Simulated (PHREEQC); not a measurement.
0.85 g of hydrous ferric oxide (600 m²/g; 0.2 weak and 0.005 strong sites per Fe, Dzombak-Morel constants, diffuse double layer) in 1 kg of water with 0.01 mol/kgw of an inert sodium salt, at 25 °C; the pH is set by adding NaOH or the inert anion's acid. Oxygen alone is held at its pressure in air (log pO2 = -0.68). The system is closed to CO2. Precipitation was switched off in this run.

Computed with PHREEQC (ion-association model, wateq4f.dat).

| pH | surface charge σ (C/m²) | surface potential ψ (mV) |
|---|---|---|
| 4 | 0.219 | 184 |
| 4.5 | 0.162 | 169 |
| 5 | 0.114 | 152 |
| 5.5 | 0.077 | 132 |
| 6 | 0.050 | 110 |
| 6.5 | ___ | 86 |
| 7 | 0.017 | 61 |
| 7.5 | 0.008 | 34 |
| 8 | 0.001 | 6 |
| 8.5 | -0.005 | -22 |
| 9 | -0.013 | -49 |
| 9.5 | -0.024 | -75 |
| 10 | ___ | -100 |
| 10.5 | -0.065 | -123 |
| 11 | -0.100 | -143 |
| 11.5 | -0.152 | ___ |
| 12 | -0.230 | -168 |

Task: Complete the blanks.

Result: 
- 6.5, surface charge σ (C/m²): 0.030
- 10, surface charge σ (C/m²): -0.041
- 11.5, surface potential ψ (mV): -159

Complexes and solids missing from the database can't appear.
